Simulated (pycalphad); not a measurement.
CALPHAD calculation (pycalphad, COST 507 light-alloy database (1999)), 1 atm. The data set is of 1999 and partly superseded.

Problem. Which phases does Mo-91 at.% Ti hold at 543 K, with what compositions and amounts?

Solution. bcc with 39.9 at.% Ti and hcp with 99.94 at.% Ti. The lever rule gives (91 − 39.9)/(99.9 − 39.9) = 0.85 of hcp and 0.15 of bcc.

Problem. Which phases does Mo-79 at.% Ti hold at 2103 K, with what compositions and amounts?

Solution. bcc with 74.9 at.% Ti and liquid with 82.8 at.% Ti. The lever rule gives (79 − 74.9)/(82.8 − 74.9) = 0.52 of liquid and 0.48 of bcc.

Problem. Which phases does Mo-94 at.% Ti hold at 803 K, with what compositions and amounts?

Solution. bcc with 74.8 at.% Ti and hcp with 99.63 at.% Ti. The lever rule gives (94 − 74.8)/(99.6 − 74.8) = 0.77 of hcp and 0.23 of bcc.

Problem. Which phases does Mo-54 at.% Ti hold at 2320 K, with what compositions and amounts?

Solution. bcc with 50.5 at.% Ti and liquid with 63.9 at.% Ti. The lever rule gives (54 − 50.5)/(63.9 − 50.5) = 0.26 of liquid and 0.74 of bcc.
